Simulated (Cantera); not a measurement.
Charge: 1 mol SO2, 0.047 mol H2O, 3.1 mol N2, equilibrated at 101000 Pa.

Equilibrium computed with Cantera from the NASA thermochemical tables; the gas is ideal and each condensed phase is pure. Candidate condensed phases: H2O, H2SO4, S; 35 gas species. Equilibrium is a limit: real reactors are often held back by kinetics, nucleation or transport. All values below are at 2552 °C.

Base state: N2 0.719, SO2 0.187, SO 0.0434, O2 0.0160, NO 0.0100, O 0.00752, H2O 0.00600, OH 0.00455 (mole fractions); condensed: gas only.

Question: What changes in the equilibrium state with this change: SO2 replaced by HBr?

Answer: 
```
species    before     after
-------  --------  --------
N2          0.719     0.680
Br              0     0.155
H2        0.00113    0.0669
SO2         0.187         0
HBr             0    0.0646
SO         0.0434         0
O2         0.0160   1.02e-5
NO         0.0100  0.000247
H         0.00298    0.0229
S         0.00223         0
S2       0.000233         0
Br2             0  0.000135
SH       0.000133         0
```
Further candidate phases: Br2.
